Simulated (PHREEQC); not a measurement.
A made-up water analysis in mg/kgw, 25 °C, pH 6.53, pe 9:

```csv
constituent,mg/kgw
Na,3290
K,3510
Ca,378
Mg,489
Cl,8990
S(6) as SO4,1790
Alkalinity as HCO3,100
Br,6.52
```

Valence states are taken as typed.

Model: ion-association model, wateq4f.dat, run in PHREEQC.

No solid was allowed to form.

Problem. Estimate the ionic strength, charge-balance error.

Solution. ionic strength 0.316 mol/kgw; charge-balance error -0.1 %.

Problem. In which forms is K present?

Solution. K+ 98 %, KSO4- 1.7 % of the K.

Species that the database lacks are ignored.
